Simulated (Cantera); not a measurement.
Charge: 1 mol HMDSO, 0.72 mol O3, held at 600 K and 0.100 bar.

These are equilibrium values from Cantera (NASA tables, ideal gas, pure condensed phases), not measurements of a reactor. Candidate condensed phases: C, C6H6, C7H8, C8H18, H2O, Si, SiC, SiO2; 123 gas species. The feed counts by its element totals alone. Kinetics and transport are ignored.

Base state: CH4 0.723, H2 0.277 (mole fractions); condensed: C(graphite) + SiC(s) + SiO2(α-quartz).

Problem. What changes in the equilibrium state with this change: pressure from 0.100 bar to 1.33 mbar?

Solution. 
```
species              before  after
-------------------  ------  -----
H2                    0.277  0.898
CH4                   0.723  0.102
C(graphite), mol       1.80   4.75
SiC(s), mol           0.420  0.420
SiO2(α-quartz), mol    1.58   1.58
```

Problem. What changes in the equilibrium state with this change: HMDSO replaced by SiF4?

Solution. 
```csv
species,before,after
O2,<1e-9,0.519
SiF4,0,0.481
CH4,0.723,0
H2,0.277,0
"C(graphite), mol",1.80,0
"SiC(s), mol",0.420,0
"SiO2(α-quartz), mol",1.58,0
```
